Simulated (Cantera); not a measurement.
A closed system holds: 1 mol S, 0.62 mol O₂, equilibrated at 101000 Pa.

Cantera equilibrium calculation (NASA polynomials, part measured and part estimated; ideal gas, pure solids and liquids). Candidate condensed phases: S; 10 gas species. The numbers say what is thermodynamically allowed, not how fast it happens. All values below are at 1125 °C.

Base state: SO₂ 0.759, S₂ 0.224, S₂O 0.0145, SO 0.00252 (mole fractions); condensed: gas only.

### Question
What changes in the equilibrium state with this change: O₂ from 0.62 to 0.074 mol?

### Answer
| species | before | after |
|---|---|---|
| S₂ | 0.224 | 0.853 |
| SO₂ | 0.759 | 0.129 |
| S₂O | 0.0145 | 0.0164 |
| S | 5.37e-6 | 1.05e-5 |
| SO | 0.00252 | 0.00146 |
